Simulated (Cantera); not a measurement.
Charge: 1 mol Si, 1.2 mol H₂, 1.2 mol Cl₂, equilibrated at 190000 Pa.

Equilibrium computed with Cantera from the NASA thermochemical tables; the gas is ideal and each condensed phase is pure. Candidate condensed phases: Si; 19 gas species. The tables' values for SiCl₃ are old estimates; treat these amounts as uncertain. Rates play no part.

log p: log10 of the partial pressure in bar; n: condensed amount in mol.

```tsv
T (°C)	log p H₂	log p SiCl₄	log p SiHCl₃	log p HCl	log p SiCl₃	log p SiCl₂	log p SiH₂Cl₂	n Si(s)
352	0.07	-0.33	-0.62	-3.95	-5.78	___	-2.18	0.342
427	0.07	-0.32	-0.63	-3.30	-4.83	___	-2.13	0.343
502	0.07	-0.32	-0.65	-2.79	-4.07	___	-2.09	0.345
577	0.07	-0.32	-0.66	-2.36	-3.44	___	-2.06	0.347
652	0.07	-0.31	-0.67	-2.01	-2.92	___	-2.04	0.349
727	0.07	-0.32	-0.69	-1.71	-2.48	___	-2.02	0.351
802	0.07	-0.32	-0.70	-1.46	-2.11	___	-2.01	0.355
877	0.06	-0.33	-0.72	-1.24	-1.79	___	-2.01	0.358
952	0.05	-0.35	-0.75	-1.06	-1.51	___	-2.02	0.359
```

Task: Some entries are withheld; supply them.

Result: 
- 352, log p SiCl₂: -8.27
- 427, log p SiCl₂: -6.83
- 502, log p SiCl₂: -5.67
- 577, log p SiCl₂: -4.72
- 652, log p SiCl₂: -3.93
- 727, log p SiCl₂: -3.26
- 802, log p SiCl₂: -2.69
- 877, log p SiCl₂: -2.20
- 952, log p SiCl₂: -1.78
